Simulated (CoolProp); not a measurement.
Model: reference Helmholtz-energy equation of state, Fiedler 2023, in CoolProp.

Question: Give the vapour pressure (MPa), liquid density (kg/m³), vapour density (kg/m³), liquid cp (kJ/(kg K)) of saturated tetrahydrofuran at 310.1, 385, 409.9 K.

Answer: 
```csv
T (K),p (MPa),liquid density (kg/m³),vapour density (kg/m³),liquid cp (kJ/(kg K))
310.1,0.0357,869,1.01,1.77
385,0.367,780,8.91,2.09
409.9,0.644,747,15.3,2.21
```
